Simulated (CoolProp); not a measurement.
Carbon dioxide along the isotherm 46.95 °C: Z from the reference equation and from simpler models built on Tc = 31.0 °C, pc = 73.77 bar, ω = 0.224; each cubic takes its own stable root.

Computed with CoolProp (reference Helmholtz-energy equation of state, Span 1996).

| p (bar) | phase | reference |
|---|---|---|
| 49.2 | gas | 0.7761 |
| 98.4 | supercritical | 0.3858 |
| 148 | supercritical | 0.3391 |
| 197 | supercritical | 0.4080 |
| 246 | supercritical | 0.4813 |
| 295 | supercritical | 0.5546 |
| 344 | supercritical | 0.6271 |
| 393 | supercritical | 0.6985 |
| 443 | supercritical | 0.7704 |
| 492 | supercritical | 0.8400 |
| 541 | supercritical | 0.9087 |
| 590 | supercritical | 0.9765 |
| 639 | supercritical | 1.044 |
| 689 | supercritical | 1.112 |
| 738 | supercritical | 1.177 |

Task: How far does each simpler model (van der Waals, Soave-Redlich-Kwong) lie from the reference over these 15 states: mean and median of the absolute difference, and the worst?

Result: 
- van der Waals: mean 29.3 %, median 33.6 %, worst +34.7 % at 46.95 °C and 738 bar
- Soave-Redlich-Kwong: mean 7.7 %, median 6.7 %, worst +16.5 % at 46.95 °C and 148 bar
